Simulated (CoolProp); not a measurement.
A single-stage vapour-compression cycle with n-pentane: evaporating at 279.15 K (dew point), condensing at 341.15 K (bubble point), superheat 8 K, subcooling 5 K, compressor efficiency 0.85, no pressure losses. Each further row changes one setting.

The numbers come from the reference Helmholtz-energy equation of state, Thol 2019 in CoolProp.

```json
[
 {"case": "as stated", "cooling COP": "___", "pressure ratio": "8.41", "discharge temperature (K)": "341.9", "refrigerating effect (kJ/kg)": "259", "volumetric capacity (kJ/m³)": "254"},
 {"case": "evaporating temperature 284.15 K", "cooling COP": "3.44", "pressure ratio": "6.81", "discharge temperature (K)": "341.8", "refrigerating effect (kJ/kg)": "266", "volumetric capacity (kJ/m³)": "319"},
 {"case": "condensing temperature 336.15 K", "cooling COP": "___", "pressure ratio": "___", "discharge temperature (K)": "___", "refrigerating effect (kJ/kg)": "271", "volumetric capacity (kJ/m³)": "266"},
 {"case": "subcooling 10 K", "cooling COP": "___", "pressure ratio": "8.41", "discharge temperature (K)": "341.9", "refrigerating effect (kJ/kg)": "271", "volumetric capacity (kJ/m³)": "266"},
 {"case": "superheat 18 K", "cooling COP": "3.10", "pressure ratio": "8.41", "discharge temperature (K)": "352.0", "refrigerating effect (kJ/kg)": "275", "volumetric capacity (kJ/m³)": "___"},
 {"case": "compressor efficiency 0.75", "cooling COP": "___", "pressure ratio": "8.41", "discharge temperature (K)": "347.7", "refrigerating effect (kJ/kg)": "259", "volumetric capacity (kJ/m³)": "254"}
]
```

Task: What belongs in the gaps?

Result: 
- as stated, cooling COP: 3.03
- condensing temperature 336.15 K, cooling COP: 3.40
- condensing temperature 336.15 K, pressure ratio: 7.32
- condensing temperature 336.15 K, discharge temperature (K): 338.1
- subcooling 10 K, cooling COP: 3.17
- superheat 18 K, volumetric capacity (kJ/m³): 260
- compressor efficiency 0.75, cooling COP: 2.67
